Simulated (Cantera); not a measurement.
Feed: 1 mol HMDSO, 3.4 mol CO₂, 10 mol N₂, held at 7.50 Torr.

These are equilibrium values from Cantera (NASA tables, ideal gas, pure condensed phases), not measurements of a reactor. Candidate condensed phases: C, C₆H₆, C₇H₈, C₈H₁₈, H₂O, Si, SiC, SiO₂, Si₂N₂O, Si₃N₄; 151 gas species. The feed counts by its element totals alone. N₂ is the only nitrogen source here; it is nearly inert below about 1500 K, so the nitride shown seldom forms there in practice. Mutual solubility and eutectic melting of coexisting phases are not modelled. Kinetics and transport are ignored.

Question: Which condensed phases are stable at each of these points (T (°C)): 550, 650, 750, 850, 950, 1050, 1150, 1250, 1350, 1450?

Answer: 
| T (°C) | condensed phases | Si condensed (%) |
|---|---|---|
| 550 | C(graphite) + SiO₂(α-quartz) | 100.0 |
| 650 | C(graphite) + SiO₂(β-quartz) | 100.0 |
| 750 | C(graphite) + SiO₂(β-quartz) | 100.0 |
| 850 | C(graphite) + SiO₂(β-quartz) | 100.0 |
| 950 | C(graphite) + Si₂N₂O(s) | 100.0 |
| 1050 | C(graphite) + Si₂N₂O(s) | 100.0 |
| 1150 | C(graphite) + Si₂N₂O(s) | 99.9 |
| 1250 | C(graphite) + Si₂N₂O(s) | 99.4 |
| 1350 | SiC(s) + Si₂N₂O(s) | 92.4 |
| 1450 | SiC(s) | 89.6 |

At 550 °C the condensed part is C(graphite) + SiO₂(α-quartz). From 650 °C to 850 °C the condensed part is C(graphite) + SiO₂(β-quartz). From 950 °C to 1250 °C the condensed part is C(graphite) + Si₂N₂O(s). At 1350 °C the condensed part is SiC(s) + Si₂N₂O(s). At 1450 °C the condensed part is SiC(s).
